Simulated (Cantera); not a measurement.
A perfectly stirred reactor is fed with CH4 : H2 = 1 : 8.5 (molar parts), at 0.000582 atm; it is held at 1948 K, and followed from long to short residence time.

Computed with Cantera and GRI-Mech 3.0 (53 species, 325 reactions). GRI-Mech 3.0 stops at C3 and has no aromatics, soot or wall deposition, so with more carbon than oxygen in the feed, carbon stays in small species such as C2H2 where larger ones or solid carbon would form. Radical loss at walls, strong at low pressure, is not modelled.

Q: What does this change do: pressure from 0.000582 atm to 0.0263 atm?

A: 
| quantity | before | after |
|---|---|---|
| x(CH4) at τ = 7.50 s | 0.0110 | 0.00163 |
| x(H2) at τ = 7.50 s | 0.940 | 0.945 |
| x(C2H) at τ = 7.50 s | 4.34e-6 | 4.86e-6 |
| x(C2H2) at τ = 7.50 s | 0.0418 | 0.0466 |
| x(C2H6) at τ = 7.50 s | 4.02e-7 | 2.61e-8 |
| x(CH4) at τ = 97.0 ms | 0.0930 | 0.0213 |
| x(H2) at τ = 97.0 ms | 0.898 | 0.936 |
| x(C2H) at τ = 97.0 ms | 1.02e-7 | 2.52e-6 |
| x(C2H2) at τ = 97.0 ms | 0.00307 | 0.0369 |
| x(C2H6) at τ = 97.0 ms | 5.98e-6 | 2.72e-6 |

Q: What does this change do: temperature 1948 to 1525 K?

A: 
```
quantity                 before     after
----------------------  -------  --------
x(CH4) at τ = 7.50 s     0.0110    0.0963
x(H2) at τ = 7.50 s       0.940     0.899
x(C2H) at τ = 7.50 s    4.34e-6   2.15e-9
x(C2H2) at τ = 7.50 s    0.0418   0.00344
x(C2H6) at τ = 7.50 s   4.02e-7   4.75e-6
x(CH4) at τ = 97.0 ms    0.0930     0.105
x(H2) at τ = 97.0 ms      0.898     0.895
x(C2H) at τ = 97.0 ms   1.02e-7    <1e-12
x(C2H2) at τ = 97.0 ms  0.00307  2.76e-10
x(C2H6) at τ = 97.0 ms  5.98e-6   1.65e-9
```

Q: What does this change do: temperature 1948 to 1725 K?

A: 
```
quantity                 before     after
----------------------  -------  --------
x(CH4) at τ = 7.50 s     0.0110    0.0414
x(H2) at τ = 7.50 s       0.940     0.927
x(C2H) at τ = 7.50 s    4.34e-6   2.98e-7
x(C2H2) at τ = 7.50 s    0.0418    0.0280
x(C2H6) at τ = 7.50 s   4.02e-7   2.63e-6
x(CH4) at τ = 97.0 ms    0.0930     0.105
x(H2) at τ = 97.0 ms      0.898     0.895
x(C2H) at τ = 97.0 ms   1.02e-7  3.57e-12
x(C2H2) at τ = 97.0 ms  0.00307   4.28e-6
x(C2H6) at τ = 97.0 ms  5.98e-6   2.24e-7
```
